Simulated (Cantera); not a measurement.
An isothermal, constant-pressure homogeneous reactor starts with H2 : O2 : N2 = 1.7 : 1 : 2.5 (molar parts), at 1150 K and 0.375 atm. Integrator tolerance rtol = 1e-08.

Detailed kinetics in Cantera: GRI-Mech 3.0 (53 species, 325 reactions). The temperature is held fixed by assumption; the heat of reaction is taken as removed at once.

Task: What does this change do: temperature 1150 to 823 K?

Result: 
```
quantity                                              before                                      after
-----------------  -----------------------------------------  -----------------------------------------
x(H2) at 4.00 s      1.52e-8 (gas-phase equilibrium 1.48e-8)       0.326 (gas-phase equilibrium <1e-12)
x(O2) at 4.00 s        0.0345 (gas-phase equilibrium 0.0345)       0.192 (gas-phase equilibrium 0.0345)
x(H2O2) at 4.00 s  7.25e-10 (gas-phase equilibrium 6.72e-10)  0.000200 (gas-phase equilibrium 8.09e-12)
x(OH) at 4.00 s      2.46e-6 (gas-phase equilibrium 2.37e-6)   3.65e-10 (gas-phase equilibrium 2.77e-9)
x(NO) at 4.00 s      5.70e-6 (gas-phase equilibrium 4.57e-5)     <1e-12 (gas-phase equilibrium 1.02e-6)
x(H) at 4.00 s     1.59e-11 (gas-phase equilibrium 1.48e-11)     1.08e-8 (gas-phase equilibrium <1e-12)
x(O) at 4.00 s       2.73e-9 (gas-phase equilibrium 2.52e-9)    8.89e-10 (gas-phase equilibrium <1e-12)
```
Below about 950 K walls govern HO2 and H2O2 in real vessels.

Task: What does this change do: temperature 1150 to 925 K?

Result: 
```json
[
 {"quantity": "x(H2) at 4.00 s", "before": "1.52e-8 (gas-phase equilibrium 1.48e-8)", "after": "0.0152 (gas-phase equilibrium 2.68e-11)"},
 {"quantity": "x(O2) at 4.00 s", "before": "0.0345 (gas-phase equilibrium 0.0345)", "after": "0.0418 (gas-phase equilibrium 0.0345)"},
 {"quantity": "x(H2O2) at 4.00 s", "before": "7.25e-10 (gas-phase equilibrium 6.72e-10)", "after": "8.37e-5 (gas-phase equilibrium 4.47e-11)"},
 {"quantity": "x(OH) at 4.00 s", "before": "2.46e-6 (gas-phase equilibrium 2.37e-6)", "after": "1.12e-7 (gas-phase equilibrium 3.79e-8)"},
 {"quantity": "x(NO) at 4.00 s", "before": "5.70e-6 (gas-phase equilibrium 4.57e-5)", "after": "4.27e-8 (gas-phase equilibrium 4.46e-6)"},
 {"quantity": "x(H) at 4.00 s", "before": "1.59e-11 (gas-phase equilibrium 1.48e-11)", "after": "2.09e-7 (gas-phase equilibrium <1e-12)"},
 {"quantity": "x(O) at 4.00 s", "before": "2.73e-9 (gas-phase equilibrium 2.52e-9)", "after": "7.91e-8 (gas-phase equilibrium 4.06e-12)"}
]
```
Below about 950 K walls govern HO2 and H2O2 in real vessels.
